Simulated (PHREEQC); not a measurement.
## Nickel, zinc or cadmium bath: an equilibrium model

A solution holds 0.12 mmol/kgw CdSO4, at 25 °C. Closed to the air; pH follows from the charge balance.

Equilibrium calculation in PHREEQC: ion-association model, phreeqc.dat.

Precipitation was switched off in this run.

Task: Estimate the pH.

Result: pH 6.86.

Task: In which forms is Cd present?

Result: Cd+2 97 %, CdSO4 2.7 % of the Cd.
